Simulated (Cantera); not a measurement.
Input: 1 mol Fe₂O₃, 1.1 mol Cl₂, 44 mol H₂, at 850 °C and 0.578 Torr.

Equilibrium computed with Cantera from the NASA thermochemical tables; the gas is ideal and each condensed phase is pure. Candidate condensed phases: Fe, FeCl₂, FeCl₃, FeO, Fe(OH)₂, Fe(OH)₃, Fe₂O₃, Fe₃O₄, H₂O; 22 gas species. Rates play no part.

Base state: H₂ 0.885, H₂O 0.0665, HCl 0.0473, FeCl₂ 0.000738 (mole fractions); condensed: Fe(α).

What changes in the equilibrium state with this change: Fe₂O₃ replaced by SiO₂?


```csv
species,before,after
H₂,0.885,0.951
HCl,0.0473,0.0488
H₂O,0.0665,1.56e-6
FeCl₂,0.000738,0
"Fe(α), mol",1.97,0
"SiO₂(β-quartz), mol",0,1.000
```
Further candidate phases: Si, SiO₂.
